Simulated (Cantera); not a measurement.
Mixture: 12.9 % CH4, 0.892 % C2H6, 18.1 % O2, 68.1 % N2, at 230000 Pa, adiabatic and at constant pressure. Ignition delay is the time to a rise of 400 K.

Computed with Cantera and GRI-Mech 3.0 (53 species, 325 reactions).

Question: At T0 = 1350 K, what is the delay, and which 8 reactions control it most (d ln τ / d ln k, from doubling and halving each rate constant)?

Answer: The delay is 1.14 ms.
```json
[
 {"reaction": "H + O2 <=> O + OH", "d ln τ / d ln k": "-0.50", "faster rate": "shortens it"},
 {"reaction": "CH4 + H <=> CH3 + H2", "d ln τ / d ln k": "0.46", "faster rate": "lengthens it"},
 {"reaction": "CH3 + HO2 <=> CH3O + OH", "d ln τ / d ln k": "-0.41", "faster rate": "shortens it"},
 {"reaction": "CH4 + OH <=> CH3 + H2O", "d ln τ / d ln k": "0.41", "faster rate": "lengthens it"},
 {"reaction": "2 CH3 (+M) <=> C2H6 (+M)", "d ln τ / d ln k": "0.37", "faster rate": "lengthens it"},
 {"reaction": "C2H6 + OH <=> C2H5 + H2O", "d ln τ / d ln k": "-0.28", "faster rate": "shortens it"},
 {"reaction": "C2H6 + CH3 <=> C2H5 + CH4", "d ln τ / d ln k": "-0.22", "faster rate": "shortens it"},
 {"reaction": "CH3 + O2 <=> CH3O + O", "d ln τ / d ln k": "-0.21", "faster rate": "shortens it"}
]
```
